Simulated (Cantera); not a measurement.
Input: 1 mol SiH2Cl2, 8.1 mol H2O, 0.25 mol H2, 8.3 mol O2, at 133 Pa.

Method: chemical equilibrium by Gibbs-energy minimisation in Cantera with the NASA 1993 tables (ideal gas, pure condensed phases). Candidate condensed phases: H2O, Si, SiO2; 30 gas species. Equilibrium is a limit: real reactors are often held back by kinetics, nucleation or transport. All values below are at 848 K.

Base state: H2O 0.477, O2 0.409, HCl 0.113, Cl2 0.000749, Cl 2.01e-5 (mole fractions); condensed: SiO2(β-quartz).

Task: What changes in the equilibrium state with this change: SiH2Cl2 replaced by TEOS?

Result: 
```csv
species,before,after
H2O,0.477,0.451
CO2,0,0.258
H2,<1e-9,0.245
O2,0.409,<1e-9
HCl,0.113,0
CO,0,0.0453
Cl2,0.000749,0
Cl,2.01e-5,0
"SiO2(β-quartz), mol",1.00,1.00
```
The feed counts by its element totals alone. Further candidate phases: C, C6H6, C7H8, C8H18, SiC.
